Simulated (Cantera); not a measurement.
An isothermal, constant-pressure homogeneous reactor starts with NH3 : H2 = 1 : 0.73 (molar parts), at 2048 K and 1.00 bar.

Computed with Cantera and the gas-phase N/H chemistry of the illustrative SiF4/NH3 mechanism in the Surface Chemkin manual (1991). Walls and surfaces, which speed up NH3 decomposition in real reactors, are not modelled.

x: mole fraction; the columns are a selection and need not sum to one.

```tsv
t (s)	x NH3	x H2	x N2H2	x H	x N2	x NH2
0.000100	0.575	0.423	3.91e-6	0.000251	0.000351	0.00101
0.000345	0.568	0.428	4.48e-6	0.000271	0.00268	0.00106
0.00119	0.543	0.445	4.20e-6	0.000286	[?]	0.00103
0.00410	0.469	0.496	3.40e-6	0.000334	0.0342	0.000931
0.0141	0.297	0.613	1.85e-6	0.000478	0.0888	0.000682
0.0488	[?]	0.758	[?]	[?]	[?]	[?]
0.168	0.00568	0.811	1.02e-8	0.00180	0.181	3.74e-5
0.580	0.000626	0.815	1.70e-10	0.00203	0.183	4.61e-6
2.00	0.000147	0.815	1.00e-11	0.00203	0.183	1.09e-6
```

Some entries are withheld; supply them.


- 0.00119, x N2: 0.0105
- 0.0488, x NH3: 0.0851
- 0.0488, x N2H2: 3.92e-7
- 0.0488, x H: 0.000870
- 0.0488, x N2: 0.156
- 0.0488, x NH2: 0.000289
